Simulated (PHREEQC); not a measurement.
## Buffer (model solution)

A solution holds 13 mmol/kgw H3PO4 and 1.6 mmol/kgw NH3, at 20 °C. Closed to the air; pH follows from the charge balance.

Computed with PHREEQC (ion-association model, phreeqc.dat).

```json
{
  "pH": "2.25",
  "ionic_strength": "0.00763 mol/kgw",
  "specific_conductance": "2060 µS/cm",
  "total_alkalinity": "-11.4 meq/kg"
}
```

```tsv
species	molality	activity	log γ
H2PO4-	0.00763	0.00698	-0.038
H+	0.00603	0.00556	-0.035
H3PO4	0.00537	0.00538	0.001
NH4+	0.00160	0.00145	-0.041
HPO4-2	1.08e-7	7.58e-8	-0.155
```

This is a speciation only: nothing precipitates in the calculation.
